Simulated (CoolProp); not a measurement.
R141b at several states: fugacity coefficient from the reference equation and from simpler models built on Tc = 204.4 °C, pc = 42.12 bar, ω = 0.220; each cubic takes its own stable root.

The numbers come from the reference Helmholtz-energy equation of state, Lemmon 2006 in CoolProp. It is a short technical equation, of lower accuracy than the large ones.

| T (°C) | p (bar) | phase | reference |
|---|---|---|---|
| 177.65 | 11.1 | gas | 0.8967 |
| -90.25 | 0.367 | liquid | 0.0009777 |
| -8.15 | 0.307 | liquid | 0.6154 |

How far does each simpler model (van der Waals, Redlich-Kwong, Soave-Redlich-Kwong, Peng-Robinson) lie from the reference over these 3 states: mean and median of the absolute difference, and the worst?


- van der Waals: mean 13863.7 %, median 61.1 %, worst +41528.3 % at -90.25 °C and 0.367 bar
- Redlich-Kwong: mean 77.5 %, median 60.5 %, worst +171.8 % at -90.25 °C and 0.367 bar
- Soave-Redlich-Kwong: mean 5.3 %, median 0.6 %, worst +15.0 % at -90.25 °C and 0.367 bar
- Peng-Robinson: mean 15.8 %, median 4.7 %, worst +41.4 % at -90.25 °C and 0.367 bar

At some of these states van der Waals, Redlich-Kwong gives the other phase, because its saturation line lies elsewhere.
